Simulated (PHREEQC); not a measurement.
Dissolve 0.091 mol Cu(NO3)2, 0.0033 mol HBF4 and 3.6e-05 mol H3BO3 per kg of water at 25 °C. It is in equilibrium with CO2 at log p = -3.4 (atm). Otherwise closed; pH follows from the charge balance.

Model: ion-association model, wateq4f.dat, run in PHREEQC.

Precipitation was switched off in this run.

Problem. Order these B species by the share of B that they hold, largest first: BF2(OH)2-, BF3OH-, H3BO3, BF4-.

Solution. BF4- (59 %), H3BO3 (31 %), BF3OH- (7.0 %), BF2(OH)2- (3.1 %)

Problem. Order these F species by the share of F that they hold, largest first: BF3OH-, CuF+, BF4-, F-, HF.

Solution. BF4- (60 %), HF (22 %), F- (7.7 %), BF3OH- (5.3 %), CuF+ (3.5 %)

The pH is 2.53 and the ionic strength 0.276 mol/kgw. Species that the database lacks are ignored. Real BF4- forms and hydrolyses slowly; the run takes it at equilibrium.
